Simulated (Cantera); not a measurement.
A freely propagating, adiabatic, planar premixed flame of 9.79 % CH4, 17.8 % O2, 67.0 % N2, 5.39 % H2O, equivalence ratio 1.1, unburnt at 648 K and 750 Torr; unity-Lewis-number transport, grid criteria slope 0.08 and curve 0.16, no radiation.

Cantera simulation using GRI-Mech 3.0 (53 species, 325 reactions); the numbers are that mechanism's predictions, not measurements. Unity Lewis numbers drop preferential diffusion, which matters most where H2 and H carry the flame. Burning velocities carry a grid error of a few per cent, more on coarse grids.

Problem. Predict: laminar burning velocity; thermal thickness; peak x(CO); peak x(CH3).

Solution. 
```json
{
 "laminar_burning_velocity": "87.9 cm/s",
 "thermal_thickness": "0.432 mm",
 "peak x(CO)": "0.0492",
 "peak x(CH3)": "0.00266"
}
```
